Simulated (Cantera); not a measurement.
Input: 1 mol Al, 0.23 mol O2, 2.1 mol N2, 0.55 mol CO, equilibrated at 1.10 mbar.

Cantera equilibrium calculation (NASA polynomials, part measured and part estimated; ideal gas, pure solids and liquids). Candidate condensed phases: Al, AlN, Al2O3, C; 32 gas species. Mutual solubility and eutectic melting of coexisting phases are not modelled. Rates play no part.

x: gas mole fraction; n: condensed amount in mol.

```json
[
 {"T (°C)": "475", "x N2": "1.00", "x CO": "9.78e-9", "x Al": "<1e-12", "x Al2O": "<1e-12", "x CO2": "<1e-12", "n AlN(s)": "0.327", "n Al2O3(s)": "0.337", "n C(graphite)": "0.550"},
 {"T (°C)": "575", "x N2": "1.000", "x CO": "8.34e-7", "x Al": "<1e-12", "x Al2O": "<1e-12", "x CO2": "<1e-12", "n AlN(s)": "0.327", "n Al2O3(s)": "0.337", "n C(graphite)": "0.550"},
 {"T (°C)": "675", "x N2": "1.000", "x CO": "2.76e-5", "x Al": "<1e-12", "x Al2O": "<1e-12", "x CO2": "1.46e-12", "n AlN(s)": "0.327", "n Al2O3(s)": "0.337", "n C(graphite)": "0.550"},
 {"T (°C)": "775", "x N2": "1.000", "x CO": "0.000462", "x Al": "<1e-12", "x Al2O": "<1e-12", "x CO2": "5.21e-11", "n AlN(s)": "0.327", "n Al2O3(s)": "0.336", "n C(graphite)": "0.549"},
 {"T (°C)": "875", "x N2": "0.995", "x CO": "0.00470", "x Al": "<1e-12", "x Al2O": "<1e-12", "x CO2": "9.87e-10", "n AlN(s)": "0.333", "n Al2O3(s)": "0.334", "n C(graphite)": "0.541"},
 {"T (°C)": "975", "x N2": "0.968", "x CO": "0.0324", "x Al": "5.57e-11", "x Al2O": "<1e-12", "x CO2": "1.14e-8", "n AlN(s)": "0.369", "n Al2O3(s)": "0.315", "n C(graphite)": "0.486"},
 {"T (°C)": "1075", "x N2": "?", "x CO": "?", "x Al": "?", "x Al2O": "?", "x CO2": "?", "n AlN(s)": "?", "n Al2O3(s)": "?", "n C(graphite)": "?"},
 {"T (°C)": "1175", "x N2": "0.761", "x CO": "0.239", "x Al": "3.10e-7", "x Al2O": "7.17e-9", "x CO2": "1.79e-7", "n AlN(s)": "0.693", "n Al2O3(s)": "0.153", "n C(graphite)": "0"},
 {"T (°C)": "1275", "x N2": "0.761", "x CO": "0.239", "x Al": "?", "x Al2O": "?", "x CO2": "?", "n AlN(s)": "0.693", "n Al2O3(s)": "0.153", "n C(graphite)": "0"},
 {"T (°C)": "1375", "x N2": "0.761", "x CO": "0.239", "x Al": "0.000190", "x Al2O": "2.58e-5", "x CO2": "3.36e-7", "n AlN(s)": "0.693", "n Al2O3(s)": "0.153", "n C(graphite)": "0"},
 {"T (°C)": "1475", "x N2": "0.759", "x CO": "0.238", "x Al": "0.00268", "x Al2O": "0.000754", "x CO2": "4.35e-7", "n AlN(s)": "0.685", "n Al2O3(s)": "0.153", "n C(graphite)": "0"}
]
```

Task: Some entries are withheld; supply them.

Result: 
- 1275, x Al: 9.46e-6
- 1275, x Al2O: 5.64e-7
- 1275, x CO2: 2.50e-7
- 1075, x N2: 0.840
- 1075, x CO: 0.160
- 1075, x Al: 5.78e-9
- 1075, x Al2O: 4.39e-11
- 1075, x CO2: 8.40e-8
- 1075, n AlN(s): 0.558
- 1075, n Al2O3(s): 0.221
- 1075, n C(graphite): 0.203
